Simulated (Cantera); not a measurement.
Gas mixture: NO = 0.48 (molar parts), at 0.987 atm, frozen composition.

Cantera's kinetic-theory transport with the Lennard-Jones parameters of GRI-Mech 3.0, ideal gas; thermal conductivity in the multicomponent form. The composition is frozen, though it would react at the higher temperatures.

One state of this run: ρ (kg/m³) = 0.401; cp (J/kg/K) = 1114; μ (µPa s) = 40.1; λ (mW/m/K) = 63.1; Pr = 0.707; D (cm²/s) H2 = 4.97; D (cm²/s) OH = 2.06; D (cm²/s) C2H2 = 1.13. D: mixture-averaged diffusion coefficient of that species in the mixture.

Task: Which value of T (K) does it belong to?
A) 900
B) 1650
C) 400
D) 1400

Result: A, 900
